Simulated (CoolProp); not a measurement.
Vapour-liquid equilibrium of propane (1) + R227EA (2) at -10.25 °C; x and y are mole fractions of (1).

Values from CoolProp's multi-fluid Helmholtz-energy mixture model, Lemmon 2009 and Lemmon 2016; pair parameters Bell 2016.

Give the bubble pressure and the first vapour's composition at x = 0.35, 0.5, 0.8. Is there an azeotrope?

x = 0.35: 3.214 bar, y = 0.674; x = 0.5: 3.444 bar, y = 0.721; x = 0.8: 3.626 bar, y = 0.810. y crosses x between x = 0.8 and 0.95: the model has an azeotrope there.

The pair parameters rest on a limited set of measurements; away from them the model extrapolates. With so large a gap from Raoult's law the liquid may split in two, which this calculation doesn't test in full.
